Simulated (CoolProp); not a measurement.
A single-stage vapour-compression cycle with the fluid: evaporating at 220.15 K (dew point), condensing at 268.15 K (bubble point), superheat 0 K, subcooling 8 K, compressor efficiency 0.8, no pressure losses. The same conditions are run with several fluids, on thermodynamics alone (safety and materials aside).

Computed with CoolProp (reference Helmholtz-energy equation of state of each fluid (R404A: Lemmon 2003; R410A: Lemmon 2003; C2F6 (R116): Lemmon 2006; nitrous oxide: Lemmon 2006; R13: Platzer 1990; R134a: Tillner-Roth 1994)). The equations of Platzer and Polt are older, rougher fits. Blends and air are pseudo-pure fits.

Task: Rank R404A, R410A, C2F6 (R116), nitrous oxide, R13, R134a by cooling COP, highest first.

Result: R134a (3.22), R410A (3.14), R404A (3.08), nitrous oxide (2.90), R13 (2.88), C2F6 (R116) (2.62)

| fluid | pressure ratio | discharge temperature (K) | refrigerating effect (kJ/kg) | volumetric capacity (kJ/m³) |
|---|---|---|---|---|
| R404A | 7.48 | 291.5 | 153 | 589 |
| R410A | 7.30 | 317.8 | 218 | 840 |
| C2F6 (R116) | 4.91 | 272.6 | 61.0 | 1680 |
| nitrous oxide | 4.76 | 335.1 | 254 | 3860 |
| R13 | 4.65 | 291.9 | 93.1 | 2200 |
| R134a | 9.87 | 299.0 | 183 | 256 |
